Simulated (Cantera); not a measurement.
An isothermal, constant-pressure homogeneous reactor starts with 1.91 % CO, 7.01 % O2, 0.0273 % H2O, 91.0 % N2, at 1025 K and 0.987 atm.

Computed with Cantera and GRI-Mech 3.0 (53 species, 325 reactions).

Q: Predict: x(CO) at 1.00 s; x(O2) at 1.00 s; x(H2O) at 1.00 s; x(N2O) at 1.00 s; x(H2) at 1.00 s.

A: 
```
Property                                              Value
----------------  -----------------------------------------
x(CO) at 1.00 s     0.0168 (gas-phase equilibrium 1.10e-11)
x(O2) at 1.00 s       0.0690 (gas-phase equilibrium 0.0611)
x(H2O) at 1.00 s  0.000271 (gas-phase equilibrium 0.000276)
x(N2O) at 1.00 s    1.72e-7 (gas-phase equilibrium 2.08e-9)
x(H2) at 1.00 s      1.99e-6 (gas-phase equilibrium <1e-12)
```
